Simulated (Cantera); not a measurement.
A Cantera script and what it prints.

```python
import numpy as np
import cantera as ct

gas_names = """
    F F2 H HF H2 H2F2 H3F3 H4F4 H5F5 H6F6 H7F7 N NF NF2 NF3 NH NH2 NH3 N2 N2H2 N2H4 Si SiF SiF2 SiF3
    SiF4 SiH SiHF3 SiH2 SiH2F2 SiH3 SiH3F SiH4 SiN Si2 Si2N Si3
""".split()
cond_names = """
    Si(cr) Si(L) Si3N4(a)
""".split()


# ... load() reads the species with a 1 bar reference pressure and builds the phases ...
atoms = {
    'SiF4': {'Si': 1, 'F': 4},
    'N2': {'N': 2},
    'H2': {'H': 2},
}
top_T = {'Si3N4(a)': 2400}  # K; cautious upper limits of use, not melting points


# ... equilibrate(T, P, feed) seeds the gas with the atoms and calls Mixture.equilibrate('TP', solver="vcs", rtol=1e-11, max_steps=5000) ...
results = []
feed = {'SiF4': 1, 'N2': 51, 'H2': 62}  # mol
T = 1098  # K
P = 133.322  # Pa
mix = equilibrate(T, P, feed)
results.append((T, P, feed, dict(zip(mix.species_names, mix.species_moles))))
print(gas.report(threshold=0.0001))
for i in range(1, mix.n_phases):
    print(f"{mix.phase(i).name:16s} {mix.phase_moles(i):12.5e} mol")
```

Result:

```
       temperature   1098 K
          pressure   133.32 Pa
           density   0.0002122 kg/m^3
  mean mol. weight   14.531 kg/kmol
   phase of matter   gas

                          1 kg             1 kmol
                     ---------------   ---------------
          enthalpy        7.2469e+05         1.053e+07  J
   internal energy             96417         1.401e+06  J
           entropy             17900         2.601e+05  J/K
    Gibbs function        -1.893e+07       -2.7506e+08  J
 heat capacity c_p            2228.6             32383  J/K
 heat capacity c_v            1656.4             24069  J/K

                      mass frac. Y      mole frac. X     chem. pot. / RT
                     ---------------   ---------------   ---------------
                HF         0.0012874        0.00093508           -66.374
                H2          0.075381           0.54332           -24.973
                N2           0.86214           0.44719           -32.534
              SiF4          0.060703          0.008475           -228.35
     [  +33 minor]        0.00049084        8.3951e-05

Si(cr)            0.00000e+00 mol
Si3N4(a)          8.08873e-03 mol
```

These are equilibrium values from Cantera (NASA tables, ideal gas, pure condensed phases), not measurements of a reactor. N2 is the only nitrogen source here; it is nearly inert below about 1500 K, so the nitride shown seldom forms there in practice. The tables' values for SiF3 are old estimates; treat these amounts as uncertain.
